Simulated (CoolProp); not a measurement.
Propylene along the isobar 5.42 MPa: Z from the reference equation and from simpler models built on Tc = 91.1 °C, pc = 4.555 MPa, ω = 0.146; each cubic takes its own stable root.

Model: reference Helmholtz-energy equation of state, Lemmon 2013, in CoolProp.

```tsv
T (°C)	phase	reference	van der Waals	Redlich-Kwong	Soave-Redlich-Kwong	Peng-Robinson
-13.25	liquid	0.1840	0.2841	0.1992	0.1959	0.1734
10.95	liquid	0.1787	0.2742	0.1956	0.1918	0.1697
35.25	liquid	0.1770	0.2699	0.1972	0.1930	0.1709
59.45	liquid	0.1806	0.2732	0.2066	0.2025	0.1799
83.75	liquid	0.1979	0.2921	0.2360	0.2336	0.2096
107.95	supercritical	0.4630	0.4198	0.4580	0.4830	0.4547
132.15	supercritical	0.6456	0.6220	0.6362	0.6584	0.6277
156.45	supercritical	0.7333	0.7066	0.7218	0.7456	0.7157
180.65	supercritical	0.7904	0.7612	0.7780	0.8032	0.7745
204.85	supercritical	0.8317	0.8010	0.8189	0.8451	0.8177
229.15	supercritical	0.8631	0.8317	0.8502	0.8771	0.8511
253.35	supercritical	0.8878	0.8560	0.8748	0.9021	0.8774
277.65	supercritical	0.9077	0.8759	0.8946	0.9222	0.8987
301.85	supercritical	0.9239	0.8923	0.9108	0.9384	0.9161
```
